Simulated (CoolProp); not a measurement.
Computed with CoolProp (reference Helmholtz-energy equation of state, Lemmon 2013).

### Question
Give the vapour pressure (bar), vapour density (kg/m³), surface tension (mN/m), liquid viscosity (µPa s) of saturated propylene at 214.9 K.

### Answer
| T (K) | p (bar) | vapour density (kg/m³) | surface tension (mN/m) | liquid viscosity (µPa s) |
|---|---|---|---|---|
| 214.9 | 0.608 | 1.47 | 18.3 | 221 |

Viscosity comes from a separate model (Huber 2003), an estimate that may be off by 10 % or more. Surface tension comes from a separate correlation (Mulero 2012).
